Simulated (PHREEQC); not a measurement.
A solution holds 27 mmol/kgw CdSO4, 51 mmol/kgw Na2SO4 and 110 mmol/kgw H2SO4, at 20 °C. Closed to the air; pH follows from the charge balance.

Equilibrium calculation in PHREEQC: ion-association model, wateq4f.dat.

This is a speciation only: nothing precipitates in the calculation.

**Question.** Order these Cd species by the share of Cd that they hold, largest first: Cd+2, Cd(SO4)2-2, CdSO4.

**Answer.** Cd+2 (43 %), CdSO4 (39 %), Cd(SO4)2-2 (18 %)

The pH is 1.09 and the ionic strength 0.284 mol/kgw. Species that the database lacks are ignored.
